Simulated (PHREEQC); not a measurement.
Acid mine or pickling water: an equilibrium model

A made-up water analysis in mmol/kgw, 5 °C, pH 2.21, pe 9.1:

```
constituent  mmol/kgw
-----------  --------
Na               80.7
K              0.0169
Ca             0.0671
Mg               19.5
Cl               46.1
S(6)             67.2
Al               19.6
Li               1.43
B               0.224
Cd             0.0312
N(5)             2.54
```

Valence states are taken as typed.

Computed with PHREEQC (ion-association model, phreeqc.dat).

This is a speciation only: nothing precipitates in the calculation.

### Question
What ionic strength, density does the model give?

### Answer
ionic strength 0.183 mol/kgw; density 1.010 g/cm³.

### Question
In which forms is Al present?

### Answer
AlSO4+ 67 %, Al(SO4)2- 19 %, Al+3 15 % of the Al.

Species that the database lacks are ignored. Away from 25 °C the constants follow the database's enthalpies or fits; those with neither stay at their 25 °C values.
